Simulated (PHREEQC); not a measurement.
0.031 g of hydrous ferric oxide (600 m²/g; 0.2 weak and 0.005 strong sites per Fe, Dzombak-Morel constants, diffuse double layer) in 1 kg of water with 0.01 mol/kgw of an inert sodium salt and 7.3e-06 mol CaCl2, 7.7e-05 mol Ag2SO4 and 4.4e-05 mol ZnSO4, at 25 °C; the pH is set by adding NaOH or the inert anion's acid. Oxygen alone is held at its pressure in air (log pO2 = -0.68). CO2 from the air is kept out. No solid was allowed to form.

Model: ion-association model, wateq4f.dat, run in PHREEQC.

Problem. Predict S sorbed (%), Ag sorbed (%), Zn sorbed (%), surface charge σ (C/m²) at pH = 6.5, 7, 7.5, 10.

Solution. 
```json
[
 {"pH": "6.5", "S sorbed (%)": "5.4", "Ag sorbed (%)": "0.2", "Zn sorbed (%)": "8.3", "surface charge σ (C/m²)": "0.023"},
 {"pH": "7", "S sorbed (%)": "2.8", "Ag sorbed (%)": "0.3", "Zn sorbed (%)": "22.2", "surface charge σ (C/m²)": "0.019"},
 {"pH": "7.5", "S sorbed (%)": "1.5", "Ag sorbed (%)": "0.6", "Zn sorbed (%)": "42.3", "surface charge σ (C/m²)": "0.018"},
 {"pH": "10", "S sorbed (%)": "0.0", "Ag sorbed (%)": "16.6", "Zn sorbed (%)": "44.5", "surface charge σ (C/m²)": "-0.005"}
]
```

Along this series the solution becomes supersaturated in solids that the run did not let form, among them Zn(OH)2-e, Cerargyrite.
